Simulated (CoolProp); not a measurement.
Values from CoolProp's reference Helmholtz-energy equation of state, Lemmon 2006. It is a short technical equation, of lower accuracy than the large ones.

Problem. For isopentane, give the phase and the cp (kJ/(kg K)), cv (kJ/(kg K)), speed of sound (m/s) at 160.45 °C and 0.101 MPa.

Solution. 
- 160.45 °C and 0.101 MPa: gas; cp 2.28, cv 2.15, speed of sound 227
